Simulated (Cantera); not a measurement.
An isothermal, constant-pressure homogeneous reactor starts with CO : O2 : H2O : N2 = 0.001 : 0.011 : 0.099 : 1 (molar parts), equivalence ratio 0.045, at 1175 K and 0.230 bar.

Detailed kinetics in Cantera: GRI-Mech 3.0 (53 species, 325 reactions).

x: mole fraction; the columns are a selection and need not sum to one.

| t (s) | x CO | x O2 | x H2O | x H2 | x NO | x H |
|---|---|---|---|---|---|---|
| 8.00e-5 | 0.000900 | 0.00990 | 0.0891 | <1e-12 | <1e-12 | <1e-12 |
| 0.000288 | 0.000900 | 0.00990 | 0.0891 | <1e-12 | <1e-12 | 1.04e-12 |
| 0.00103 | 0.000900 | 0.00990 | 0.0891 | 1.16e-11 | <1e-12 | 9.52e-12 |
| 0.00371 | 0.000900 | 0.00990 | 0.0891 | 3.47e-10 | <1e-12 | 8.38e-11 |
| 0.0133 | 0.000900 | 0.00990 | 0.0891 | 4.53e-8 | <1e-12 | 6.17e-9 |
| 0.0480 | 0.000246 | 0.00961 | 0.0889 | 0.000140 | 6.45e-10 | 2.56e-5 |
| 0.172 | 3.47e-6 | 0.00945 | 0.0891 | 6.88e-6 | 1.33e-9 | 2.71e-7 |
| 0.619 | (withheld) | 0.00945 | 0.0891 | (withheld) | 1.38e-9 | (withheld) |
| 2.23 | 2.14e-9 | 0.00945 | 0.0891 | 1.09e-7 | 1.40e-9 | 6.39e-10 |
| 8.00 | 4.16e-10 | 0.00945 | 0.0891 | (withheld) | 1.41e-9 | 9.24e-11 |

Q: Complete the blanks.

A: 
- 0.619, x CO: 7.97e-8
- 0.619, x H2: 6.10e-7
- 0.619, x H: 7.99e-9
- 8.00, x H2: 2.95e-8
